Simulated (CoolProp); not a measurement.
Vapour-liquid equilibrium of propylene (1) + 1-butene (2) at 13.95 °C; x and y are mole fractions of (1).

Values from CoolProp's multi-fluid Helmholtz-energy mixture model, Lemmon 2013 and Lemmon 2005; pair parameters Bell 2016.

| x | bubble pressure, mixture model (bar) | bubble pressure, Raoult's law (bar) | y, mixture model | y, Raoult's law |
|---|---|---|---|---|
| 0.05 | 2.398 | 2.424 | 0.161 | 0.179 |
| 0.15 | 3.010 | 3.082 | 0.389 | 0.422 |
| 0.25 | 3.630 | 3.739 | 0.544 | 0.580 |
| 0.35 | 4.260 | 4.397 | 0.656 | 0.690 |
| 0.45 | 4.901 | 5.055 | 0.741 | 0.772 |
| 0.55 | 5.552 | 5.713 | 0.808 | 0.835 |
| 0.65 | 6.217 | 6.370 | 0.863 | 0.885 |
| 0.75 | 6.895 | 7.028 | 0.910 | 0.925 |
| 0.85 | 7.591 | 7.686 | 0.949 | 0.959 |
| 0.95 | 8.306 | 8.343 | 0.984 | 0.987 |

The largest gap from Raoult's law is -3.1 % in bubble pressure, at x = 0.35. No azeotrope shows between x = 0.05 and 0.95.

The pair parameters rest on a limited set of measurements; away from them the model extrapolates.
